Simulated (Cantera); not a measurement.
Cantera run:

```python
import numpy as np
import cantera as ct

gas_names = """
    CL CLO CL2 H HCL HOCL HO2 H2 H2O H2O2 Mg MgCL MgCL2 MgH MgO MgOH MgO2H2 Mg2 O OH O2 O3
""".split()
cond_names = """
    H2O(s) H2O(L) Mg(cr) Mg(L) MgCL2(s) MgCL2(L) MgO(s) MgO(L) MgO2H2(s)
""".split()


# ... load() reads the species with a 1 bar reference pressure and builds the phases ...
atoms = {
    'MgO': {'Mg': 1, 'O': 1},
    'Cl2': {'CL': 2},
    'H2': {'H': 2},
}
top_T = {}  # K; cautious upper limits of use, not melting points


# ... equilibrate(T, P, feed) seeds the gas with the atoms and calls Mixture.equilibrate('TP', solver="vcs", rtol=1e-11, max_steps=5000) ...
results = []
feed = {'MgO': 1, 'Cl2': 0.17, 'H2': 0.13}  # mol
P = 13332.2  # Pa
for T in [1073, 1123, 1173, 1223, 1273, 1323, 1373, 1423]:
    mix = equilibrate(T, P, feed)
    results.append((T, P, feed, dict(zip(mix.species_names, mix.species_moles))))
    x = sorted(zip(gas.X, gas.species_names), reverse=True)
    print(f"T = {T:g} K  P = {P:g} Pa  gas = {mix.phase_moles(0):.4g} mol")
    print("   x: " + "  ".join(f"{s} {v:.3e}" for v, s in x if v > 0.0001))
    print("   condensed (mol): " + ("  ".join(f"{mix.phase(i).name} {mix.phase_moles(i):.4g}"
          for i in range(1, mix.n_phases) if mix.phase_moles(i) > 1e-12) or "none"))
```

Result:

```
T = 1073 K  P = 13332.2 Pa  gas = 0.3002 mol
   x: HCL 8.531e-01  CL2 1.322e-01  MgCL2 6.825e-03  H2O 6.490e-03  CL 1.071e-03  O2 2.396e-04
   condensed (mol): MgCL2(L) 4.368e-05  MgO(s) 0.9979
T = 1123 K  P = 13332.2 Pa  gas = 0.3005 mol
   x: HCL 8.477e-01  CL2 1.305e-01  MgCL2 1.028e-02  H2O 8.719e-03  CL 1.982e-03  O2 7.812e-04
   condensed (mol): MgO(s) 0.9969
T = 1173 K  P = 13332.2 Pa  gas = 0.3012 mol
   x: HCL 8.412e-01  CL2 1.269e-01  MgCL2 1.532e-02  H2O 1.108e-02  CL 3.455e-03  O2 2.114e-03
   condensed (mol): MgO(s) 0.9954
T = 1223 K  P = 13332.2 Pa  gas = 0.3023 mol
   x: HCL 8.335e-01  CL2 1.201e-01  MgCL2 2.273e-02  H2O 1.334e-02  CL 5.678e-03  O2 4.688e-03
   condensed (mol): MgO(s) 0.9931
T = 1273 K  P = 13332.2 Pa  gas = 0.304 mol
   x: HCL 8.242e-01  CL2 1.096e-01  MgCL2 3.306e-02  H2O 1.552e-02  CL 8.797e-03  O2 8.761e-03
   condensed (mol): MgO(s) 0.9899
T = 1323 K  P = 13332.2 Pa  gas = 0.3063 mol
   x: HCL 8.130e-01  CL2 9.562e-02  MgCL2 4.637e-02  H2O 1.785e-02  O2 1.425e-02  CL 1.285e-02
   condensed (mol): MgO(s) 0.9858
T = 1373 K  P = 13332.2 Pa  gas = 0.3091 mol
   x: HCL 7.998e-01  CL2 7.918e-02  MgCL2 6.195e-02  O2 2.065e-02  H2O 2.061e-02  CL 1.772e-02
   condensed (mol): MgO(s) 0.9808
T = 1423 K  P = 13332.2 Pa  gas = 0.3121 mol
   x: HCL 7.848e-01  MgCL2 7.852e-02  CL2 6.219e-02  O2 2.717e-02  H2O 2.411e-02  CL 2.312e-02
   condensed (mol): MgO(s) 0.9755
```

Method: chemical equilibrium by Gibbs-energy minimisation in Cantera with the NASA 1993 tables (ideal gas, pure condensed phases). Mutual solubility and eutectic melting of coexisting phases are not modelled.
